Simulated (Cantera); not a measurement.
A closed system holds: 1 mol SiO₂, 2 mol Al₂O₃, 3.2 mol N₂, equilibrated at 1825 °C and 750 Torr.

Cantera equilibrium calculation (NASA polynomials, part measured and part estimated; ideal gas, pure solids and liquids). Candidate condensed phases: Al, AlN, Al₂O₃, Al₂SiO₅, Al₆Si₂O₁₃, Si, SiO₂, Si₂N₂O, Si₃N₄; 23 gas species. Mutual solubility and eutectic melting of coexisting phases are not modelled. Condensed phases not in the tables: alloys, solid solutions and most ternary compounds. The numbers say what is thermodynamically allowed, not how fast it happens.

Base state: N₂ 1.000, SiO 4.37e-5, NO 3.70e-5 (mole fractions); condensed: Al₂O₃(s) + Al₆Si₂O₁₃(mullite).

Question: What changes in the equilibrium state with this change: 0.13 mol O₂ added?

Answer: 
| species | before | after |
|---|---|---|
| N₂ | 1.000 | 0.959 |
| O₂ | 2.31e-6 | 0.0366 |
| NO | 3.70e-5 | 0.00456 |
| SiO | 4.37e-5 | 3.47e-7 |
| O | 2.08e-6 | 0.000263 |
| Al₂O₃(s), mol | 0.500 | 0.500 |
| Al₆Si₂O₁₃(mullite), mol | 0.500 | 0.500 |
